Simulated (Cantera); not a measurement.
A perfectly stirred reactor is fed with C2H6 : N2 = 1 : 8.9 (molar parts), at 0.250 bar; it is held at 1950 K, and followed from long to short residence time.

Detailed kinetics in Cantera: GRI-Mech 3.0 (53 species, 325 reactions). GRI-Mech 3.0 stops at C3 and has no aromatics, soot or wall deposition, so with more carbon than oxygen in the feed, carbon stays in small species such as C2H2 where larger ones or solid carbon would form.

x: mole fraction; the columns are a selection and need not sum to one.

```csv
τ (s),x C2H6,x C2H,x H2,x C2H2,x CH2,x C2H4
5.6,1.82e-7,7.45e-6,0.166,0.0826,5.65e-7,3.18e-5
1.7,___,7.63e-6,0.166,0.0828,___,3.41e-5
0.49,2.02e-6,7.96e-6,0.164,0.0826,1.94e-6,4.22e-5
0.15,6.42e-6,8.46e-6,0.162,0.0820,3.59e-6,6.66e-5
0.043,2.14e-5,9.27e-6,0.158,0.0808,6.87e-6,0.000146
0.013,6.73e-5,1.03e-5,0.153,0.0789,1.26e-5,0.000370
0.0038,0.000216,1.16e-5,0.144,0.0755,2.29e-5,0.00102
0.0011,___,___,___,0.0697,___,___
```

Fill in the missing entries.


- 1.7, x C2H6: 5.94e-7
- 1.7, x CH2: 1.03e-6
- 0.0011, x C2H6: 0.000696
- 0.0011, x C2H: 1.32e-5
- 0.0011, x H2: 0.131
- 0.0011, x CH2: 3.98e-5
- 0.0011, x C2H4: 0.00280
